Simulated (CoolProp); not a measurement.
Aqueous magnesium chloride as a coolant, at 8 °C, 1 atm.

Model: Melinder's fits for secondary coolants, in CoolProp.

| mass % | freezing point (°C) | density (kg/m³) | cp (kJ/(kg K)) | viscosity (mPa s) | Prandtl number |
|---|---|---|---|---|---|
| 3.7 | -2.2 | 1031 | 3.961 | 1.63 | 11.3 |
| 5.9 | -3.7 | 1051 | 3.827 | 1.73 | 11.7 |
| 8.1 | -5.9 | 1070 | 3.697 | 1.91 | 12.6 |
| 10.2 | -8.6 | 1089 | 3.577 | 2.16 | 13.9 |
| 12.4 | -12.0 | 1109 | 3.455 | 2.47 | 15.6 |
| 14.6 | -16.0 | 1129 | 3.338 | 2.77 | 17.1 |
| 16.8 | -20.6 | 1149 | 3.227 | 3.06 | 18.4 |
| 18.9 | -25.6 | 1169 | 3.127 | 3.43 | 20.2 |
| 21.1 | -32.2 | 1191 | 3.028 | 4.40 | 25.5 |
